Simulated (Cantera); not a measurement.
Input: 1 mol BN, 9.3 mol NF3, 5.1 mol H2, equilibrated at 900 K and 0.0133 bar.

These are equilibrium values from Cantera (NASA tables, ideal gas, pure condensed phases), not measurements of a reactor. Candidate condensed phases: B, BN; 31 gas species. Rates play no part.

Base state: HF 0.402, F2 0.221, N2 0.202, F 0.133, BF3 0.0394, NF3 0.00144 (mole fractions); condensed: gas only.

**Question.** What changes in the equilibrium state with this change: pressure from 0.0133 bar to 0.100 bar?

**Answer.** 
| species | before | after |
|---|---|---|
| HF | 0.402 | 0.425 |
| F2 | 0.221 | 0.259 |
| N2 | 0.202 | 0.208 |
| F | 0.133 | 0.0526 |
| NF3 | 0.00144 | 0.0138 |
| BF3 | 0.0394 | 0.0417 |
